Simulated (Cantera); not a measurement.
Input (Python, Cantera):

```python
import numpy as np
import cantera as ct

gas = ct.Solution("h2o2.yaml")
gas.TPX = 625, 170000, {'H2': 1, 'O2': 0.633, 'N2': 1.9, 'H2O': 0.4}
flame = ct.FreeFlame(gas, width=0.028)
flame.set_refine_criteria(ratio=3, slope=0.08, curve=0.16)
flame.transport_model = "mixture-averaged"
flame.solve(loglevel=0, auto=True)
z, T = flame.grid, flame.T
thick = (T[-1] - T[0]) / np.gradient(T, z).max()
show = ['H2', 'O2', 'H2O', 'H2O2', 'OH', 'H']
print(f"laminar burning velocity  {flame.velocity[0] * 100:.3f} cm/s")
print(f"burnt temperature         {T[-1]:.1f} K")
print(f"thermal thickness         {thick * 1e3:.4f} mm")
print(f"grid points               {len(z)}")
z0 = z[flame.heat_release_rate.argmax()]
print(f"{'z/mm':>9s}{'T/K':>9s}{'u/(m/s)':>9s}" + "".join(f"{s:>11s}" for s in show))
rows = []
for k in (-3, -2, -1.5, -1, -0.5, -0.25, 0, 0.25, 0.5, 1, 2, 4, 8):
    zz = z0 + k * thick
    rows.append([k * thick, np.interp(zz, z, T), np.interp(zz, z, flame.velocity),
                 *(np.interp(zz, z, flame.X[gas.species_index(s)]) for s in show)])
    print(f"{rows[-1][0] * 1e3:9.3f}{rows[-1][1]:9.1f}{rows[-1][2]:9.3f}" + "".join(f"{x:11.3e}" for x in rows[-1][3:]))
```

It prints:

```
laminar burning velocity  635.350 cm/s
burnt temperature         2344.4 K
thermal thickness         0.2010 mm
grid points               103
     z/mm      T/K  u/(m/s)         H2         O2        H2O       H2O2         OH          H
   -0.603    625.0    6.353  2.543e-01  1.609e-01  1.017e-01  4.288e-13  2.848e-15  4.169e-15
   -0.402    625.0    6.353  2.542e-01  1.610e-01  1.017e-01  4.147e-11  6.992e-13  1.089e-12
   -0.301    625.0    6.353  2.541e-01  1.610e-01  1.017e-01  5.423e-10  1.221e-11  2.187e-11
   -0.201    625.2    6.349  2.534e-01  1.611e-01  1.018e-01  1.968e-08  7.398e-10  4.565e-09
   -0.100    648.8    6.506  2.422e-01  1.626e-01  1.046e-01  8.813e-06  2.911e-05  4.821e-05
   -0.050    869.7    8.459  2.033e-01  1.578e-01  1.302e-01  4.483e-05  9.236e-04  2.542e-03
    0.000   1284.4   12.118  1.251e-01  1.250e-01  2.078e-01  1.753e-05  3.745e-03  1.627e-02
    0.050   1588.5   14.812  5.975e-02  7.906e-02  2.889e-01  5.540e-06  1.072e-02  2.727e-02
    0.100   1752.5   16.241  3.728e-02  5.913e-02  3.221e-01  3.201e-06  1.577e-02  2.571e-02
    0.201   1920.0   17.635  2.828e-02  5.033e-02  3.414e-01  1.749e-06  1.867e-02  1.772e-02
    0.402   2073.2   18.853  2.177e-02  4.588e-02  3.575e-01  1.062e-06  1.873e-02  9.931e-03
    0.804   2196.8   19.800  1.471e-02  4.258e-02  3.726e-01  7.310e-07  1.674e-02  4.733e-03
    1.608   2281.2   20.428  8.874e-03  4.059e-02  3.843e-01  5.645e-07  1.372e-02  2.017e-03
```

Detailed kinetics in Cantera: the H2/O2 subset of GRI-Mech 3.0, which has no nitrogen chemistry. Burning velocities carry a grid error of a few per cent, more on coarse grids.
